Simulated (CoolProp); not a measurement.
A simple Rankine cycle with water: condensing at 295.15 K, boiler at 0.0705 MPa, turbine inlet 513.3 K, turbine efficiency 0.65, pump efficiency 0.7, no recuperator. Each further row changes one setting.

Computed with CoolProp (reference Helmholtz-energy equation of state, Wagner 2002).

```
case                             thermal efficiency (%)  net work (kJ/kg)  heat in (kJ/kg)  turbine exit temperature (K)  volume ratio over the turbine
-------------------------------  ----------------------  ----------------  ---------------  ----------------------------  -----------------------------
as stated                                          12.5               358             2860                         325.1                           16.9
turbine inlet 533.3 K                              12.7               369             2900                         340.2                           17.0
condensing temperature 287.15 K                    13.8               399             2900                         303.1                           26.1
boiler pressure 0.0493 MPa                         11.4               327             2860                         342.1                           12.4
turbine efficiency 0.55                            10.6               303             2860                         354.3                           18.4
```
